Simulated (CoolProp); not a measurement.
Vapour-liquid equilibrium of hydrogen sulfide (1) + n-butane (2) at 56.05 °C; x and y are mole fractions of (1).

Values from CoolProp's multi-fluid Helmholtz-energy mixture model, Lemmon 2006 and Bücker 2006; pair parameters Kunz 2012.

| x | bubble pressure, mixture model (bar) | bubble pressure, Raoult's law (bar) | y, mixture model | y, Raoult's law |
|---|---|---|---|---|
| 0.05 | 8.141 | 7.510 | 0.284 | 0.268 |
| 0.125 | 11.54 | 10.09 | 0.499 | 0.498 |
| 0.2 | 14.73 | 12.68 | 0.616 | 0.635 |
| 0.275 | 17.71 | 15.26 | 0.689 | 0.725 |
| 0.35 | 20.48 | 17.84 | 0.741 | 0.789 |
| 0.425 | 23.08 | 20.43 | 0.780 | 0.837 |
| 0.5 | 25.53 | 23.01 | [?] | 0.874 |
| 0.575 | 27.88 | 25.59 | 0.841 | 0.904 |
| 0.65 | 30.14 | 28.18 | [?] | 0.928 |
| 0.725 | 32.34 | 30.76 | [?] | 0.948 |
| 0.8 | [?] | 33.34 | 0.917 | 0.965 |
| 0.875 | 36.64 | 35.93 | 0.944 | 0.980 |
| 0.95 | [?] | 38.51 | 0.975 | 0.992 |

**Question.** Some entries are withheld; supply them.

**Answer.** 
- 0.5, y, mixture model: 0.813
- 0.65, y, mixture model: 0.867
- 0.725, y, mixture model: 0.892
- 0.8, bubble pressure, mixture model (bar): 34.50
- 0.95, bubble pressure, mixture model (bar): 38.79

The largest gap from Raoult's law is +16.2 % in bubble pressure, at x = 0.2. No azeotrope shows between x = 0.05 and 0.95.

Pair parameters are fitted to limited data, so mixtures are less certain than the pure fluids.
